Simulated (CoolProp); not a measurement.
Saturation properties of water (Tc = 647.1 K, pc = 220.6 bar, ω = 0.344).

Model: reference Helmholtz-energy equation of state, Wagner 2002, in CoolProp.

| T (K) | p (bar) | enthalpy of vaporisation (kJ/kg) | vapour Z | liquid viscosity (µPa s) |
|---|---|---|---|---|
| 321.8 | 0.1155 | 2385 | 0.9963 | 559 |
| 342.3 | 0.3007 | 2335 | 0.9930 | 408 |
| 362.7 | 0.6899 | 2284 | 0.9880 | 316 |
| 383.2 | 1.436 | 2230 | 0.9805 | 254 |
| 403.6 | 2.739 | 2172 | 0.9701 | 212 |
| 424 | 4.871 | 2111 | 0.9562 | 182 |
| 444.5 | 8.184 | 2044 | 0.9383 | 158 |
| 464.9 | 13.04 | 1971 | 0.9161 | 141 |
| 485.4 | 19.95 | 1890 | 0.8890 | 126 |
| 505.8 | 29.35 | 1800 | 0.8568 | 115 |
| 526.3 | 41.92 | 1699 | 0.8185 | 105 |
| 546.7 | 58.15 | 1583 | 0.7736 | 96.1 |
| 567.1 | 78.80 | 1449 | 0.7207 | 88.1 |
| 587.6 | 104.8 | 1288 | 0.6572 | 80.4 |

It boils at 373.1 K under 1 atm.

Viscosity comes from a separate model (Huber 2009).
